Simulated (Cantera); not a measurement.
A perfectly stirred reactor is fed with 6.94 % CH₄, 9.72 % O₂, 83.3 % N₂, equivalence ratio 1.4, at 1000000 Pa; it is adiabatic with a 400 K inlet, and is followed from long to short residence time, starting on the burning branch (τ in s: 0.19, 0.076, 0.03, 0.012, 0.0046, 0.0018, 0.00071, 0.00028, 0.00011, 4.4e-05, 1.7e-05).

Model: GRI-Mech 3.0 (53 species, 325 reactions), integrated in Cantera.

Question: Predict: blow-out, bracketed by the residence times tried; x(CH₄) at τ = 0.190 s; x(O₂) at τ = 0.190 s; x(HCO) at τ = 0.190 s; x(NO) at τ = 0.190 s; x(N₂O) at τ = 0.190 s; x(CH₄) at τ = 1.80 ms; x(O₂) at τ = 1.80 ms.

Answer: 
```json
{
  "blow_out_bracketed_by_the_residence_times_tried": "burning at 30.0 ms, out at 12.0 ms",
  "x(CH₄) at τ = 0.190 s": "0.0103",
  "x(O₂) at τ = 0.190 s": "0.00288",
  "x(HCO) at τ = 0.190 s": "3.92e-9",
  "x(NO) at τ = 0.190 s": "3.12e-9",
  "x(N₂O) at τ = 0.190 s": "3.36e-8",
  "x(CH₄) at τ = 1.80 ms": "0.0694",
  "x(O₂) at τ = 1.80 ms": "0.0972"
}
```
